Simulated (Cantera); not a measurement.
Low-pressure radical oxidation in H2/O2

An isothermal, constant-pressure homogeneous reactor starts with 2.52 % H2, 93.5 % O2, 4.02 % N2, equivalence ratio 0.013, at 925 K and 0.00190 bar.

Model: GRI-Mech 3.0 (53 species, 325 reactions), integrated in Cantera. Radical loss at walls, strong at low pressure, is not modelled. Below about 950 K walls govern HO2 and H2O2 in real vessels.

```json
[
 {"t (s)": "0.000300", "x H2": "0.0252", "x O2": "0.935", "x O": "<1e-12", "x OH": "<1e-12", "x H2O": "<1e-12"},
 {"t (s)": "0.000911", "x H2": "0.0252", "x O2": "0.935", "x O": "<1e-12", "x OH": "<1e-12", "x H2O": "<1e-12"},
 {"t (s)": "0.00277", "x H2": "0.0252", "x O2": "0.935", "x O": "5.50e-12", "x OH": "3.82e-12", "x H2O": "2.57e-12"},
 {"t (s)": "0.00840", "x H2": "0.0252", "x O2": "0.935", "x O": "4.72e-11", "x OH": "2.34e-11", "x H2O": "4.52e-11"},
 {"t (s)": "0.0255", "x H2": "0.0252", "x O2": "0.935", "x O": "1.58e-9", "x OH": "6.81e-10", "x H2O": "2.22e-9"},
 {"t (s)": "0.0775", "x H2": "0.0252", "x O2": "0.935", "x O": "2.31e-5", "x OH": "9.87e-6", "x H2O": "3.37e-5"},
 {"t (s)": "0.235", "x H2": "0.000394", "x O2": "0.919", "x O": "0.0127", "x OH": "0.000701", "x H2O": "0.0222"},
 {"t (s)": "0.714", "x H2": "0.000164", "x O2": "0.925", "x O": "0.00806", "x OH": "0.000451", "x H2O": "0.0241"},
 {"t (s)": "2.17", "x H2": "5.02e-5", "x O2": "0.931", "x O": "0.00251", "x OH": "0.000245", "x H2O": "0.0252"},
 {"t (s)": "6.59", "x H2": "7.63e-6", "x O2": "0.933", "x O": "0.000394", "x OH": "9.52e-5", "x H2O": "0.0255"},
 {"t (s)": "20.0", "x H2": "8.74e-7", "x O2": "0.934", "x O": "4.74e-5", "x OH": "3.30e-5", "x H2O": "0.0255"}
]
```
x: mole fraction; the columns are a selection and need not sum to one.

Equilibrium at this temperature and pressure: H2 4.77e-12, O2 0.934, O 2.99e-10, OH 8.32e-8, H2O 0.0256 (gas phase only).
